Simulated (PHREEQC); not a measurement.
PHREEQC input (ion-association model, wateq4f.dat):

```
SOLUTION_MASTER_SPECIES
  An  An-  0  An  62.0  # stands for a non-complexing anion
SOLUTION_SPECIES
  An- = An-
    -log_k 0
    -gamma 3.0 0
PHASES
  Fix_H+
    H+ = H+
    -log_k 0
SOLUTION 1
  temp 25
  units mmol/kgw
  pH 7 charge
  Cl 0.0386
  Cu(2) 1.4043
  S(6) 1.4
  Zn 0.015
  Na 1
  An 1
END
SELECTED_OUTPUT 1
  -reset false
  -pH true
  -pe true
  -ionic_strength true
  -water true
  -totals Cl Cu Na S Zn Cu(1) Cu(2) S(-2) S(6)
  -molalities Hfo_wOH Hfo_wOH2+ Hfo_wO- Hfo_sOH Hfo_sOH2+ Hfo_sO- Hfo_sOCu+ Hfo_wOCu+ Hfo_wSO4- Hfo_wOHSO4-2
    Hfo_sOZn+ Hfo_wOZn+
  -saturation_indices Cu(OH)2 Brochantite Antlerite Atacamite Zn(OH)2-e Zn4(OH)6SO4 Zn5(OH)8Cl2 Halite Mirabilite Chalcanthite
    Goslarite
USER_PUNCH 1
  -headings sigma psi
  10 PUNCH EDL("sigma", "Hfo"), EDL("psi", "Hfo")
PRINT
  -reset false
USE solution 1
SURFACE 1
  Hfo_wOH 0.00224719 600 1
  Hfo_sOH 5.61798e-05
EQUILIBRIUM_PHASES 1
  Fix_H+ -3 HAn 10
    -force_equality true
  O2(g) -0.68 10
END
# ... the last block is repeated for the other 16 points of pH, with NaOH or the acid as the point needs
```

Selected output (columns that matter, 11 of 17 rows; pH added in front):

```
pH	mu	Cl	Cu	Na	S	Zn	si_Cu(OH)2	si_Brochantite	si_Antlerite	si_Atacamite	si_Zn(OH)2-e	si_Zn4(OH)6SO4	si_Zn5(OH)8Cl2	si_Halite
3	0.0065758	3.8599e-05	0.0014019	0.00099998	0.00034045	1.4999e-05	-5.6486	-13.076	-9.0174	-8.8094	-10.481	-34.026	-48.31	-9.0716
4	0.0054136	3.8599e-05	0.0013373	0.00099998	0.00035473	1.4993e-05	-3.6595	-7.0653	-4.9958	-5.8281	-8.472	-27.935	-40.258	-9.0654
4.5	0.0048843	3.8599e-05	0.0011747	0.00099998	0.00039622	1.4985e-05	-2.7125	-4.2158	-3.0933	-4.4324	-7.4692	-24.862	-36.24	-9.0622
5.5	0.0029573	3.8599e-05	0.00029131	0.0014855	0.00058653	1.4826e-05	-1.3087	-0.3664	-0.6478	-2.617	-5.464	-18.608	-28.2	-8.8765
6	0.0030587	3.8599e-05	9.1414e-05	0.0020615	0.00067207	1.4371e-05	-0.8279	0.6237	-0.1385	-2.1557	-4.4848	-15.624	-24.304	-8.735
7	0.0033021	3.8599e-05	1.7106e-05	0.0024464	0.00077403	9.2932e-06	0.0316	2.123	0.5014	-1.4376	-2.6867	-10.37	-17.315	-8.6627
8	0.0039827	3.8599e-05	9.6619e-05	0.0029385	0.0010055	2.5176e-06	1.0192	4.1773	1.5681	-0.465	-1.3357	-6.8623	-12.565	-8.5883
8.5	0.0046421	3.8599e-05	0.0002046	0.0034005	0.0012251	1.1843e-06	1.3501	4.578	1.6379	-0.3053	-0.9281	-6.1547	-11.531	-8.5296
9.5	0.00521	3.8598e-05	0.00031624	0.0038417	0.0013958	8.5286e-07	1.5404	3.3885	0.2581	-0.9265	-0.6911	-7.1576	-12.35	-8.4803
10	0.0053093	3.8598e-05	0.00033171	0.0039534	0.0013995	8.9538e-07	1.561	2.4708	-0.6802	-1.3856	-0.6666	-8.0594	-13.228	-8.4684
11	0.0063283	3.8598e-05	0.00037079	0.0050238	0.0013999	1.2911e-06	1.6068	0.6421	-2.5547	-2.2967	-0.6195	-9.8835	-14.999	-8.3699
```

Along this series the solution becomes supersaturated in solids that the run did not let form, among them Cu(OH)2, Brochantite, Antlerite. The database's constant for dissolved Cu(OH)2 is higher than later reviews accept. The oxide is taken as insoluble; below pH 4 it would dissolve.
